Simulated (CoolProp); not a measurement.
100 sccm (0 °C, 1 atm) of nitrogen bubbles through liquid p-xylene at 347.4 K and leaves saturated at a total pressure of 0.15 MPa (ideal gas phase). Each further row changes one setting.

The numbers come from the reference Helmholtz-energy equation of state, Zhou 2012 in CoolProp.

```csv
case,vapour pressure (kPa),mole fraction of vapour,delivery (mg/min),delivery (sccm),change of delivery for a bath 1 K warmer (%)
as stated,12.5,0.0832,43.0,9.08,4.4
bath temperature 352.4 K,15.2,0.101,53.4,11.3,4.4
total pressure 0.3 MPa,12.5,0.0416,20.6,4.34,4.2
```
